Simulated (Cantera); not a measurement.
Input: 1 mol CH2F2, 0.2 mol CH4, 2.7 mol H2, held at 900 K and 1.33 mbar.

Method: chemical equilibrium by Gibbs-energy minimisation in Cantera with the NASA 1993 tables (ideal gas, pure condensed phases). Candidate condensed phases: C, C6H6, C7H8, C8H18; 95 gas species. Kinetics and transport are ignored.

Base state: H2 0.608, HF 0.392, CH4 0.000154 (mole fractions); condensed: C(graphite).

Question: What changes in the equilibrium state with this change: temperature from 900 K to 3100 K?

Answer: 
| species | before | after |
|---|---|---|
| H | 2.50e-9 | 0.701 |
| HF | 0.392 | 0.158 |
| F | <1e-9 | 0.0563 |
| H2 | 0.608 | 0.0145 |
| C | <1e-9 | 0.0323 |
| C3 | <1e-9 | 0.0254 |
| C2 | <1e-9 | 0.00778 |
| CF | <1e-9 | 0.00270 |
| C2H | <1e-9 | 0.00131 |
| CH4 | 0.000154 | <1e-9 |
| C(graphite), mol | 1.20 | 0 |

Question: What changes in the equilibrium state with this change: CH2F2 replaced by CF4?

Answer: 
```json
[
 {"species": "HF", "before": "0.392", "after": "0.784"},
 {"species": "H2", "before": "0.608", "after": "0.216"},
 {"species": "CH4", "before": "0.000154", "after": "1.93e-5"},
 {"species": "C(graphite), mol", "before": "1.20", "after": "1.20"}
]
```
